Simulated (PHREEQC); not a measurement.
Copper plating or etch bath (model solution)

Consider water at 77 °C with 62 mmol/kgw Cu(BF4)2. Closed to the air; pH follows from the charge balance.

All values are PHREEQC results (ion-association model, wateq4f.dat), not measurements.

This is a speciation only: nothing precipitates in the calculation.

### Question
Estimate the pH, ionic strength.

### Answer
pH 2.72; ionic strength 0.185 mol/kgw.

### Question
In which forms is B present?

### Answer
BF4- 90 %, BF3OH- 5.2 %, BF2(OH)2- 2.4 %, H3BO3 2.3 % of the B.

Constants without temperature data keep their 25 °C values here. Real BF4- forms and hydrolyses slowly; the run takes it at equilibrium.
